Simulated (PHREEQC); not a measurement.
# Buffer

Make-up at 20 °C: 0.017 mol/kgw NaHSO4 and 0.0011 mol/kgw Na2SO4. It is in equilibrium with CO2 at log p = -3.4 (atm). Otherwise closed; pH follows from the charge balance.

Model: ion-association model, phreeqc.dat, run in PHREEQC.

Each row changes one thing in this solution. This is a speciation only: nothing precipitates in the calculation.

```
case                                             pH  ionic strength (mol/kgw)  SO4-2 (mol/kgw)  HSO4- (mol/kgw)  NaSO4- (mol/kgw)  HCO3- (mol/kgw)
---------------------------------------------  ----  ------------------------  ---------------  ---------------  ----------------  ---------------
as made                                        2.02                    0.0416           0.0118          0.00581          0.000519         7.98e-10
diluted 2-fold with water                      2.25                    0.0225          0.00671          0.00216                 ?          1.32e-9
Na2SO4 left out                                2.01                    0.0389           0.0110          0.00561          0.000436         7.78e-10
temperature from 20 to 60 °C                   2.14                    0.0361          0.00899          0.00862          0.000494         5.56e-10
temperature from 20 to 50 °C                   2.10                    0.0376          0.00973          0.00786          0.000508         6.09e-10
Na2SO4 from 0.0011 to 0.00055 mol/kgw          2.01                    0.0403           0.0114          0.00571          0.000477         7.88e-10
NaHSO4 left out                                5.61                   0.00328          0.00109          1.95e-7           9.08e-6          2.79e-6
0.017 mol/kgw H2SO4 added                      1.57                    0.0658           0.0154           0.0192          0.000592                ?
NaHSO4 replaced by NaBF4 at the same molality  2.90                    0.0215         0.000976          7.16e-5           5.20e-5          5.85e-9
```

Problem. What belongs in the gaps?

Solution. 
- diluted 2-fold with water, NaSO4- (mol/kgw): 0.000174
- 0.017 mol/kgw H2SO4 added, HCO3- (mol/kgw): 2.95e-10

Constants without temperature data keep their 25 °C values here. Real BF4- forms and hydrolyses slowly; the run takes it at equilibrium.
